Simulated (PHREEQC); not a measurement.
0.022 g of hydrous ferric oxide (600 m²/g; 0.2 weak and 0.005 strong sites per Fe, Dzombak-Morel constants, diffuse double layer) in 1 kg of water with 0.01 mol/kgw of an inert sodium salt and 0.00058 mmol/kgw MgCl2 and 0.0019 mmol/kgw PbCl2, at 25 °C; the pH is set by adding NaOH or the inert anion's acid. Oxygen alone is held at its pressure in air (log pO2 = -0.68). The system is closed to CO2. No solid was allowed to form.

The series has 17 steps of pH, from 4 to 12.

All values are PHREEQC results (ion-association model, wateq4f.dat), not measurements.

Question: Near which pH is half of the Mg sorbed, and on which side is more sorbed?

Answer: Near pH 8.7, with more sorbed at higher pH.

Question: Near which pH is half of the Pb sorbed, and on which side is more sorbed?

Answer: Near pH 4.9, with more sorbed at higher pH.
